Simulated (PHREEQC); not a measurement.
A solution holds 0.027 mol/kgw Cu(NO3)2, 0.00033 mol/kgw H2SO4 and 0.01 mol/kgw Na2SO4, at 20 °C. Closed to the air; pH follows from the charge balance.

Model: ion-association model, phreeqc.dat, run in PHREEQC.

**Question.** The ionic strength comes out as 0.0950 mol/kgw. What activity coefficients do HSO4-, NO3-, Cu+2, NaSO4-, Na+ get?

**Answer.** HSO4- 0.79, NO3- 0.76, Cu+2 0.41, NaSO4- 0.79, Na+ 0.79.

Precipitation was switched off in this run.
